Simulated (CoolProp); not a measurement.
The numbers come from the reference Helmholtz-energy equation of state, Lemmon 2006 in CoolProp. It is a short technical equation, of lower accuracy than the large ones.

For neopentane, give the phase and the density (kg/m³), cp (kJ/(kg K)), cv (kJ/(kg K)), fugacity coefficient at 446.6 K and 0.614 MPa; 446.6 K and 2.11 MPa.


- 446.6 K and 0.614 MPa: gas; density 12.7, cp 2.42, cv 2.27, fugacity coefficient 0.942
- 446.6 K and 2.11 MPa: gas; density 54.2, cp 2.70, cv 2.32, fugacity coefficient 0.802
